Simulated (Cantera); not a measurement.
**Si(CH3)4 + CH4 + H2 (silicon carbide growth)**

Input: 1 mol Si(CH3)4, 0.07 mol CH4, 3.9 mol H2, equilibrated at 1175 K and 5.10 mbar.

Method: chemical equilibrium by Gibbs-energy minimisation in Cantera with the NASA 1993 tables (ideal gas, pure condensed phases). Candidate condensed phases: C, C6H6, C7H8, C8H18, Si, SiC; 87 gas species. The numbers say what is thermodynamically allowed, not how fast it happens.

The x(H2) is 1.000 and the x(CH4) is 9.76e-5. The x(H) is 1.72e-6. The n(C(graphite)) comes out as 3.07 mol, the n(SiC(s)) is 1.00 mol and the gas amount comes out as 10.04 mol. The log10 activity of Si(s) (absent) comes out as -2.84.
